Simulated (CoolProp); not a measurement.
Values from CoolProp's reference Helmholtz-energy equation of state, Aleksandrov 2011. It is a short technical equation, of lower accuracy than the large ones.

Question: For n-undecane, give the phase and the Joule-Thomson coefficient (K/MPa), isothermal compressibility (1/MPa) at 303.6 K and 0.0624 MPa; 271.7 K and 0.78 MPa.

Answer: 
- 303.6 K and 0.0624 MPa: liquid; Joule-Thomson coefficient -0.419, isothermal compressibility 0.00108
- 271.7 K and 0.78 MPa: liquid; Joule-Thomson coefficient -0.447, isothermal compressibility 0.000859
